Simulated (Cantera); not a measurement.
A Cantera script and what it prints.

```python
import numpy as np
import cantera as ct

gas_names = """
    CL CL2 H HCL H2 Si SiCL SiCL2 SiCL3 SiCL4 SiH SiHCL3 SiH2 SiH2CL2 SiH3 SiH3CL SiH4 Si2 Si3
""".split()
cond_names = """
    Si(cr) Si(L)
""".split()


def load(file, names, dense=False):
    # The tables refer to 1 bar. Condensed volumes are neglected.
    table = {s.name: s for s in ct.Species.list_from_file(file)}
    out = []
    for n in names:
        d = dict(table[n].input_data)
        d["thermo"] = dict(d["thermo"], **{"reference-pressure": 1e5})
        if dense:
            d["equation-of-state"] = {"model": "constant-volume", "density": "1e6 g/cm^3"}
        out.append(ct.Species.from_dict(d))
    return out


gas = ct.Solution(thermo="ideal-gas", species=load("nasa_gas.yaml", gas_names))
cond = {s.name: ct.Solution(thermo="fixed-stoichiometry", species=[s], name=s.name)
        for s in load("nasa_condensed.yaml", cond_names, dense=True)}
atoms = {
    'SiCl4': {'Si': 1, 'CL': 4},
    'HCl': {'H': 1, 'CL': 1},
    'H2': {'H': 2},
}
top_T = {}  # K; cautious upper limits of use, not melting points


def equilibrate(T, P, feed):
    n = {}
    for name, mol in feed.items():
        for a, k in atoms[name].items():
            n[a] = n.get(a, 0.0) + k * mol
    gas.TPX = T, P, n
    mass = sum(n.values()) * gas.mean_molecular_weight
    gas.equilibrate("TP")
    valid = [c for c in cond.values() if c.min_temp <= T <= top_T.get(c.name, c.max_temp)]
    mix = ct.Mixture([(gas, mass / gas.mean_molecular_weight)] + [(c, 0.0) for c in valid])
    mix.T, mix.P = T, P
    mix.equilibrate("TP", solver="vcs", rtol=1e-11, max_steps=5000)
    return mix


results = []
feed = {'SiCl4': 1, 'HCl': 1.4, 'H2': 10}  # mol
P = 22000  # Pa
for T in [523, 623, 723, 823, 923, 1023, 1123, 1223, 1323, 1423, 1523, 1623, 1723]:
    mix = equilibrate(T, P, feed)
    results.append((T, P, feed, dict(zip(mix.species_names, mix.species_moles))))

top = {s: max(r[3][s] / sum(r[3][g] for g in gas_names) for r in results) for s in gas_names}
cols = sorted((s for s in top if top[s] > 0.001), key=lambda s: -top[s])[:5]
seen = [c for c in cond_names if any(r[3].get(c, 0) > 1e-12 for r in results)]
print("log10 of partial pressures in bar; condensed amounts in mol")
print(f"{'T/K':>10s}" + "".join(f"{s[:9]:>10s}" for s in cols + seen))
for T, P, feed, n in results:
    ng = sum(n[g] for g in gas_names)
    print(f"{T:10.4g}" + "".join(f"{np.log10(max(n[s] / ng * P / 1e5, 1e-99)):10.3f}" for s in cols)
          + "".join(f"{n.get(c, 0):10.4g}" for c in seen))
```

It prints:

```
log10 of partial pressures in bar; condensed amounts in mol
       T/K        H2       HCL     SiCL4     SiCL2     SiCL3
       523    -0.751    -1.605    -1.751   -20.183   -12.865
       623    -0.751    -1.605    -1.751   -15.283   -10.009
       723    -0.751    -1.604    -1.752   -11.759    -7.954
       823    -0.751    -1.602    -1.755    -9.112    -6.410
       923    -0.752    -1.597    -1.762    -7.062    -5.215
      1023    -0.754    -1.587    -1.777    -5.445    -4.273
      1123    -0.756    -1.568    -1.807    -4.162    -3.532
      1223    -0.763    -1.529    -1.871    -3.186    -2.979
      1323    -0.776    -1.455    -2.011    -2.534    -2.641
      1423    -0.795    -1.372    -2.265    -2.161    -2.512
      1523    -0.811    -1.312    -2.641    -1.969    -2.542
      1623    -0.821    -1.282    -3.093    -1.878    -2.670
      1723    -0.825    -1.268    -3.560    -1.836    -2.835
```

Equilibrium computed with Cantera from the NASA thermochemical tables; the gas is ideal and each condensed phase is pure. The tables' values for SiCl3, SiCl are old estimates; treat these amounts as uncertain.
